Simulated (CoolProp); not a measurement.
Model: reference Helmholtz-energy equation of state, Thol 2019, in CoolProp.

### Question
For n-pentane, give the phase and the cv (kJ/(kg K)), Joule-Thomson coefficient (K/MPa), viscosity (µPa s) at 362.4 K and 101 kPa; 375.6 K and 101 kPa; 428.3 K and 101 kPa.

### Answer
- 362.4 K and 101 kPa: gas; cv 1.84, Joule-Thomson coefficient 18.3, viscosity 8.17
- 375.6 K and 101 kPa: gas; cv 1.90, Joule-Thomson coefficient 16.2, viscosity 8.48
- 428.3 K and 101 kPa: gas; cv 2.13, Joule-Thomson coefficient 10.5, viscosity 9.70

Viscosity comes from a separate model (Quiñones-Cisneros 2006), older than the equation that it now runs on, and unchecked against measurements.
